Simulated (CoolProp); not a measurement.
Vapour pressure (MPa) of acetone: the reference equation beside estimates from Tc = 235.0 °C, pc = 4.692 MPa, ω = 0.307.

The numbers come from the reference Helmholtz-energy equation of state, Lemmon 2006 in CoolProp. It is a short technical equation, of lower accuracy than the large ones.

| T (°C) | reference | Lee-Kesler | Soave-Redlich-Kwong | Peng-Robinson |
|---|---|---|---|---|
| 64.05 | 0.1321 | 0.1303 | 0.1304 | 0.1310 |
| 77.45 | 0.2000 | 0.1990 | 0.1989 | 0.1988 |
| 90.85 | 0.2923 | 0.2931 | 0.2929 | 0.2913 |
| 104.25 | 0.4147 | 0.4179 | 0.4179 | [?] |
| 117.65 | 0.5729 | [?] | 0.5802 | 0.5738 |
| 131.05 | 0.7734 | 0.7830 | 0.7863 | 0.7764 |
| 144.45 | 1.023 | 1.036 | [?] | 1.029 |
| 157.85 | 1.329 | 1.345 | 1.358 | 1.340 |
| 171.25 | 1.700 | 1.718 | 1.739 | 1.716 |
| 184.65 | [?] | 2.163 | 2.192 | 2.167 |
| 197.95 | 2.669 | 2.687 | 2.723 | 2.698 |

Problem. Some entries are withheld; supply them.

Solution. 
- 104.25, Peng-Robinson: 0.4143
- 117.65, Lee-Kesler: 0.5792
- 144.45, Soave-Redlich-Kwong: 1.043
- 184.65, reference: 2.144

Absolute difference from the reference over all 11 rows, mean and median: Lee-Kesler 0.9 and 1.1 %, Soave-Redlich-Kwong 1.5 and 1.7 %, Peng-Robinson 0.6 and 0.6 %.
